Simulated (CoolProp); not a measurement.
A simple Rankine cycle with isobutane: condensing at 309.15 K, boiler at 1.19 MPa, turbine inlet 497.3 K, turbine efficiency 0.8, pump efficiency 0.7, no recuperator. Each further row changes one setting.

Model: reference Helmholtz-energy equation of state, Bücker 2006, in CoolProp.

```json
[
 {"case": "as stated", "thermal efficiency (%)": "6.4", "net work (kJ/kg)": "46.5", "heat in (kJ/kg)": "722", "turbine exit temperature (K)": "474.7", "volume ratio over the turbine": "2.46"},
 {"case": "turbine inlet 517.3 K", "thermal efficiency (%)": "6.3", "net work (kJ/kg)": "48.8", "heat in (kJ/kg)": "775", "turbine exit temperature (K)": "494.8", "volume ratio over the turbine": "2.45"},
 {"case": "condensing temperature 301.15 K", "thermal efficiency (%)": "7.8", "net work (kJ/kg)": "57.8", "heat in (kJ/kg)": "741", "turbine exit temperature (K)": "469.5", "volume ratio over the turbine": "3.05"},
 {"case": "boiler pressure 0.833 MPa", "thermal efficiency (%)": "4.0", "net work (kJ/kg)": "29.2", "heat in (kJ/kg)": "727", "turbine exit temperature (K)": "483.8", "volume ratio over the turbine": "1.72"},
 {"case": "turbine efficiency 0.7", "thermal efficiency (%)": "5.6", "net work (kJ/kg)": "40.5", "heat in (kJ/kg)": "722", "turbine exit temperature (K)": "477.1", "volume ratio over the turbine": "2.47"}
]
```
